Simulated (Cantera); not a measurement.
Input: 1 mol Si₂H₆, 0.11 mol O₃, 51 mol H₂, equilibrated at 75.0 Torr.

Cantera equilibrium calculation (NASA polynomials, part measured and part estimated; ideal gas, pure solids and liquids). Candidate condensed phases: H₂O, Si, SiO₂; 18 gas species. The feed counts by its element totals alone. Mutual solubility and eutectic melting of coexisting phases are not modelled. The tables hold silica as quartz up to 1696 K and as liquid above; real silica turns to tridymite and cristobalite and melts near 1996 K. Gases not in the tables: Si₂H₆ and higher silanes. Equilibrium is a limit: real reactors are often held back by kinetics, nucleation or transport.

log p: log10 of the partial pressure in bar; n: condensed amount in mol.

```json
[
 {"T (K)": "898", "log p H₂": "-1.00", "log p H": "-10.46", "log p SiO": "-11.35", "log p Si": "<-13", "log p SiH": "<-13", "log p SiH₂": "-12.46", "log p Si₂": "<-13", "n Si(s)": "1.83", "n SiO₂(β-quartz)": "0.165", "n Si(l)": "0"},
 {"T (K)": "1048", "log p H₂": "-1.00", "log p H": "-8.61", "log p SiO": "-8.45", "log p Si": "<-13", "log p SiH": "<-13", "log p SiH₂": "-10.45", "log p Si₂": "<-13", "n Si(s)": "1.83", "n SiO₂(β-quartz)": "0.165", "n Si(l)": "0"},
 {"T (K)": "1198", "log p H₂": "-1.00", "log p H": "-7.22", "log p SiO": "-6.30", "log p Si": "-11.89", "log p SiH": "-11.21", "log p SiH₂": "-8.94", "log p Si₂": "<-13", "n Si(s)": "1.83", "n SiO₂(β-quartz)": "0.165", "n Si(l)": "0"},
 {"T (K)": "1348", "log p H₂": "-1.00", "log p H": "-6.14", "log p SiO": "-4.63", "log p Si": "-9.73", "log p SiH": "-9.42", "log p SiH₂": "-7.77", "log p Si₂": "<-13", "n Si(s)": "1.83", "n SiO₂(β-quartz)": "0.159", "n Si(l)": "0"},
 {"T (K)": "1498", "log p H₂": "-1.00", "log p H": "?", "log p SiO": "?", "log p Si": "?", "log p SiH": "?", "log p SiH₂": "?", "log p Si₂": "?", "n Si(s)": "1.70", "n SiO₂(β-quartz)": "?", "n Si(l)": "0"},
 {"T (K)": "1648", "log p H₂": "-1.00", "log p H": "?", "log p SiO": "-3.22", "log p Si": "?", "log p SiH": "?", "log p SiH₂": "?", "log p Si₂": "?", "n Si(s)": "1.67", "n SiO₂(β-quartz)": "0", "n Si(l)": "0"},
 {"T (K)": "1798", "log p H₂": "-1.00", "log p H": "-3.95", "log p SiO": "-3.22", "log p Si": "-5.51", "log p SiH": "-5.95", "log p SiH₂": "-5.53", "log p Si₂": "-7.73", "n Si(s)": "0", "n SiO₂(β-quartz)": "0", "n Si(l)": "1.67"},
 {"T (K)": "1948", "log p H₂": "-1.00", "log p H": "-3.45", "log p SiO": "-3.22", "log p Si": "-4.63", "log p SiH": "-5.25", "log p SiH₂": "-5.11", "log p Si₂": "-6.67", "n Si(s)": "0", "n SiO₂(β-quartz)": "0", "n Si(l)": "1.65"},
 {"T (K)": "2098", "log p H₂": "-1.01", "log p H": "-3.02", "log p SiO": "-3.22", "log p Si": "-3.88", "log p SiH": "-4.65", "log p SiH₂": "-4.75", "log p Si₂": "-5.77", "n Si(s)": "0", "n SiO₂(β-quartz)": "0", "n Si(l)": "1.57"}
]
```

**Question.** What belongs in the gaps?

**Answer.** 
- 1498, log p H: -5.27
- 1498, log p SiO: -3.30
- 1498, log p Si: -8.00
- 1498, log p SiH: -7.99
- 1498, log p SiH₂: -6.84
- 1498, log p Si₂: -10.90
- 1498, n SiO₂(β-quartz): 0.0294
- 1648, log p H: -4.55
- 1648, log p Si: -6.59
- 1648, log p SiH: -6.83
- 1648, log p SiH₂: -6.07
- 1648, log p Si₂: -9.07
